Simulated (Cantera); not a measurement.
A Cantera script and what it prints.

```python
import numpy as np
import cantera as ct

gas_names = [...]  # 109 gases of nasa_gas.yaml made of C, Cl, H, Si
cond_names = """
    C(gr) C6H6(L) C7H8(L) C8H18(L),n-octa Si(cr) Si(L) SiC(b)
""".split()


# ... load() reads the species with a 1 bar reference pressure and builds the phases ...
atoms = {
    'CH3SiH3': {'C': 1, 'H': 6, 'Si': 1},
    'HCl': {'H': 1, 'CL': 1},
    'H2': {'H': 2},
}
top_T = {'C(gr)': 4500, 'SiC(b)': 3050}  # K; cautious upper limits of use, not melting points


# ... equilibrate(T, P, feed) seeds the gas with the atoms and calls Mixture.equilibrate('TP', solver="vcs", rtol=1e-11, max_steps=5000) ...
results = []
feed = {'CH3SiH3': 1, 'HCl': 0.56, 'H2': 1300}  # mol
P = 38000  # Pa
for T in [1650, 1750, 1850, 1950, 2050, 2150, 2250, 2350, 2450, 2550]:
    mix = equilibrate(T, P, feed)
    results.append((T, P, feed, dict(zip(mix.species_names, mix.species_moles))))
    x = sorted(zip(gas.X, gas.species_names), reverse=True)
    print(f"T = {T:g} K  P = {P:g} Pa  gas = {mix.phase_moles(0):.4g} mol")
    print("   x: " + "  ".join(f"{s} {v:.3e}" for v, s in x if v > 0.001))
    print("   condensed (mol): " + ("  ".join(f"{mix.phase(i).name} {mix.phase_moles(i):.4g}"
          for i in range(1, mix.n_phases) if mix.phase_moles(i) > 1e-12) or "none"))
```

Result:

```
T = 1650 K  P = 38000 Pa  gas = 1304 mol
   x: H2 9.994e-01
   condensed (mol): SiC(b) 0.9889
T = 1750 K  P = 38000 Pa  gas = 1304 mol
   x: H2 9.992e-01
   condensed (mol): SiC(b) 0.9815
T = 1850 K  P = 38000 Pa  gas = 1304 mol
   x: H2 9.986e-01
   condensed (mol): SiC(b) 0.967
T = 1950 K  P = 38000 Pa  gas = 1305 mol
   x: H2 9.976e-01  H 1.857e-03
   condensed (mol): SiC(b) 0.9303
T = 2050 K  P = 38000 Pa  gas = 1306 mol
   x: H2 9.957e-01  H 3.672e-03
   condensed (mol): SiC(b) 0.8261
T = 2150 K  P = 38000 Pa  gas = 1308 mol
   x: H2 9.922e-01  H 6.815e-03
   condensed (mol): SiC(b) 0.5413
T = 2250 K  P = 38000 Pa  gas = 1312 mol
   x: H2 9.865e-01  H 1.197e-02
   condensed (mol): none
T = 2350 K  P = 38000 Pa  gas = 1318 mol
   x: H2 9.784e-01  H 2.001e-02
   condensed (mol): none
T = 2450 K  P = 38000 Pa  gas = 1326 mol
   x: H2 9.664e-01  H 3.204e-02
   condensed (mol): none
T = 2550 K  P = 38000 Pa  gas = 1337 mol
   x: H2 9.492e-01  H 4.930e-02
   condensed (mol): none
```

These are equilibrium values from Cantera (NASA tables, ideal gas, pure condensed phases), not measurements of a reactor. The feed counts by its element totals alone. Gases not in the tables: Si2H6 and higher silanes.
